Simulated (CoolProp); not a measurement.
Saturation properties of C3F8 (R218) (Tc = 345.0 K, pc = 26.40 bar, ω = 0.317).

Computed with CoolProp (reference Helmholtz-energy equation of state, Lemmon 2006). It is a short technical equation, of lower accuracy than the large ones.

```csv
T (K),p (bar),liquid density (kg/m³),liquid cp (kJ/(kg K)),vapour Z,liquid viscosity (µPa s)
239.6,1.170,1599,0.9824,0.9413,413
243.7,1.396,1582,0.9920,0.9339,386
247.8,1.654,1566,1.002,0.9259,362
251.9,1.946,1549,1.012,0.9173,339
256,2.277,1531,1.023,0.9081,318
260.1,2.649,1514,1.034,0.8982,299
264.3,3.076,1495,1.046,0.8873,280
268.4,3.542,1477,1.058,0.8759,263
```

It boils at 236.4 K under 1 atm.

Viscosity comes from a separate model (Huber 2003), an estimate that may be off by 10 % or more.
